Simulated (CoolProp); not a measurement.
Properties of tetrahydrofuran at several states (Tc = 540.2 K, pc = 5.304 MPa, ω = 0.234).

Computed with CoolProp (reference Helmholtz-energy equation of state, Fiedler 2023).

```
T (K)  p (MPa)   phase  cp (kJ/(kg K))  expansivity (1/kK)  fugacity coefficient
-----  -------  ------  --------------  ------------------  --------------------
522.7     1.85     gas           2.076               3.227                0.8696
456.7     18.6  liquid           2.309               1.633                0.1097
411.8   0.0815     gas           1.538               2.523                0.9878
464.2     3.86  liquid           2.506               2.577                0.3948
342.3     19.9  liquid           1.858               1.196              0.009931
345       4.53  liquid           1.898               1.361               0.02988
```
